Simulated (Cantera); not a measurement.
Ammonia decomposition in nitride growth gas

An isothermal, constant-pressure homogeneous reactor starts with NH3 : H2 = 1 : 0.28 (molar parts), at 2323 K and 248 Torr.

Model: the gas-phase N/H chemistry of the illustrative SiF4/NH3 mechanism in the Surface Chemkin manual (1991), integrated in Cantera. Walls and surfaces, which speed up NH3 decomposition in real reactors, are not modelled.

```json
[
 {"t (s)": "0.000900", "x NH3": "0.629", "x H2": "0.326", "x N2": "0.0413", "x N2H2": "1.76e-5", "x N": "5.93e-6", "x NH2": "0.00358", "x H": "0.000593"},
 {"t (s)": "0.00175", "x NH3": "0.518", "x H2": "0.405", "x N2": "0.0723", "x N2H2": "1.33e-5", "x N": "6.55e-6", "x NH2": "0.00310", "x H": "0.000769"},
 {"t (s)": "0.00341", "x NH3": "0.368", "x H2": "0.514", "x N2": "0.115", "x N2H2": "8.42e-6", "x N": "7.24e-6", "x NH2": "0.00242", "x H": "0.00107"},
 {"t (s)": "0.00663", "x NH3": "0.203", "x H2": "0.632", "x N2": "0.161", "x N2H2": "4.09e-6", "x N": "7.88e-6", "x NH2": "0.00161", "x H": "0.00158"},
 {"t (s)": "0.0129", "x NH3": "0.0724", "x H2": "0.726", "x N2": "0.198", "x N2H2": "1.29e-6", "x N": "8.46e-6", "x NH2": "0.000804", "x H": "0.00254"},
 {"t (s)": "0.0251", "x NH3": "0.00899", "x H2": "0.769", "x N2": "0.216", "x N2H2": "1.54e-7", "x N": "9.88e-6", "x NH2": "0.000207", "x H": "0.00557"},
 {"t (s)": "0.0488", "x NH3": "0.000126", "x H2": "0.767", "x N2": "0.218", "x N2H2": "5.32e-10", "x N": "3.16e-6", "x NH2": "8.15e-6", "x H": "0.0156"},
 {"t (s)": "0.0949", "x NH3": "1.98e-5", "x H2": "0.766", "x N2": "0.217", "x N2H2": "1.67e-11", "x N": "6.10e-7", "x NH2": "1.37e-6", "x H": "0.0167"},
 {"t (s)": "0.185", "x NH3": "7.41e-6", "x H2": "0.766", "x N2": "0.217", "x N2H2": "3.10e-12", "x N": "2.29e-7", "x NH2": "5.15e-7", "x H": "0.0167"},
 {"t (s)": "0.359", "x NH3": "3.47e-6", "x H2": "0.766", "x N2": "0.217", "x N2H2": "1.37e-12", "x N": "1.07e-7", "x NH2": "2.41e-7", "x H": "0.0167"},
 {"t (s)": "0.698", "x NH3": "1.94e-6", "x H2": "0.766", "x N2": "0.217", "x N2H2": "1.03e-12", "x N": "5.98e-8", "x NH2": "1.35e-7", "x H": "0.0167"},
 {"t (s)": "1.36", "x NH3": "1.41e-6", "x H2": "0.766", "x N2": "0.217", "x N2H2": "<1e-12", "x N": "4.36e-8", "x NH2": "9.81e-8", "x H": "0.0167"},
 {"t (s)": "2.64", "x NH3": "1.32e-6", "x H2": "0.766", "x N2": "0.217", "x N2H2": "<1e-12", "x N": "4.06e-8", "x NH2": "9.14e-8", "x H": "0.0167"},
 {"t (s)": "5.14", "x NH3": "1.31e-6", "x H2": "0.766", "x N2": "0.217", "x N2H2": "<1e-12", "x N": "4.05e-8", "x NH2": "9.11e-8", "x H": "0.0167"},
 {"t (s)": "10.0", "x NH3": "1.31e-6", "x H2": "0.766", "x N2": "0.217", "x N2H2": "<1e-12", "x N": "4.05e-8", "x NH2": "9.11e-8", "x H": "0.0167"}
]
```
x: mole fraction; the columns are a selection and need not sum to one.

Equilibrium at this temperature and pressure: NH3 1.31e-6, H2 0.766, N2 0.217, N2H2 <1e-12, N 4.05e-8, NH2 9.11e-8, H 0.0167 (gas phase only).
